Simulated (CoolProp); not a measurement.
A Linde-Hampson liquefier for ethane: isothermal reversible compression at 320 K from 1 atm to 10 MPa, throttling to 1 atm, return gas leaving the recuperator 0 K below the feed. Each further row changes one setting.

Values from CoolProp's reference Helmholtz-energy equation of state, Bücker 2006.

| case | liquid yield per pass | compression work (kJ/kg of gas) |
|---|---|---|
| as stated | 0.433 | 338 |
| high pressure 20 MPa | 0.465 | 366 |
| warm-end temperature 350 K | 0.288 | 395 |
| warm-end gap 5 K | 0.426 | 338 |
